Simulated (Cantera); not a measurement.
A perfectly stirred reactor is fed with C2H6 : H2 = 1 : 3.5 (molar parts), at 100.0 Torr; it is held at 1525 K, and followed from long to short residence time.

Cantera simulation using GRI-Mech 3.0 (53 species, 325 reactions); the numbers are that mechanism's predictions, not measurements. GRI-Mech 3.0 stops at C3 and has no aromatics, soot or wall deposition, so with more carbon than oxygen in the feed, carbon stays in small species such as C2H2 where larger ones or solid carbon would form.

x: mole fraction; the columns are a selection and need not sum to one.

| τ (s) | x C2H6 | x H2 | x C2H4 | x C2H | x H | x C2H2 | x CH2 |
|---|---|---|---|---|---|---|---|
| 11 | 2.08e-5 | 0.815 | 0.00341 | ___ | 6.95e-5 | 0.135 | 5.64e-9 |
| 3.0 | 5.78e-5 | 0.808 | 0.00362 | ___ | 8.56e-5 | 0.131 | 1.07e-8 |
| 0.80 | 0.000160 | 0.802 | 0.00441 | ___ | 0.000117 | 0.127 | 2.26e-8 |
| 0.21 | 0.000442 | 0.795 | 0.00658 | ___ | 0.000166 | 0.122 | 5.03e-8 |
| 0.057 | 0.00121 | 0.786 | 0.0118 | ___ | 0.000229 | 0.112 | 1.08e-7 |
| 0.015 | 0.00351 | 0.773 | 0.0241 | ___ | 0.000307 | 0.0950 | 2.24e-7 |
| 0.0040 | 0.0102 | 0.758 | 0.0456 | 7.61e-8 | 0.000394 | 0.0668 | 4.48e-7 |
| 0.0011 | 0.0290 | 0.747 | 0.0669 | ___ | 0.000472 | 0.0342 | 8.52e-7 |

Task: What belongs in the gaps?

Result: 
- 11, x C2H: 2.52e-8
- 3.0, x C2H: 3.03e-8
- 0.80, x C2H: 4.05e-8
- 0.21, x C2H: 5.57e-8
- 0.057, x C2H: 7.18e-8
- 0.015, x C2H: 8.26e-8
- 0.0011, x C2H: 4.74e-8
